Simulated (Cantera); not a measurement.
A closed system holds: 1 mol MgO, 2.2 mol HCl, 0.16 mol O₂, held at 877 °C and 0.00100 bar.

These are equilibrium values from Cantera (NASA tables, ideal gas, pure condensed phases), not measurements of a reactor. Candidate condensed phases: H₂O, Mg, MgCl₂, MgO, Mg(OH)₂; 22 gas species. Kinetics and transport are ignored.

Base state: HCl 0.873, O₂ 0.0538, H₂O 0.0332, Cl₂ 0.0225, Cl 0.0130, MgCl₂ 0.00411 (mole fractions); condensed: MgO(s).

Q: What changes in the equilibrium state with this change: temperature from 877 °C to 1375 °C?

A: 
```csv
species,before,after
HCl,0.873,0.679
H₂O,0.0332,0.114
Cl,0.0130,0.104
Cl₂,0.0225,0.000516
MgCl₂,0.00411,0.0618
O₂,0.0538,0.0395
H,<1e-9,4.06e-5
H₂,1.94e-8,0.000208
O,6.10e-8,0.000159
OH,3.39e-6,0.000998
"MgO(s), mol",0.990,0.850
```

Q: What changes in the equilibrium state with this change: MgO replaced by Al₂O₃?

A: 
```tsv
species	before	after
HCl	0.873	0.878
O₂	0.0538	0.0529
H₂O	0.0332	0.0310
MgCl₂	0.00411	0
Cl₂	0.0225	0.0242
Cl	0.0130	0.0135
MgO(s), mol	0.990	0
Al₂O₃(s), mol	0	1.00
```
Further candidate phases: Al, AlCl₃, Al₂O₃.
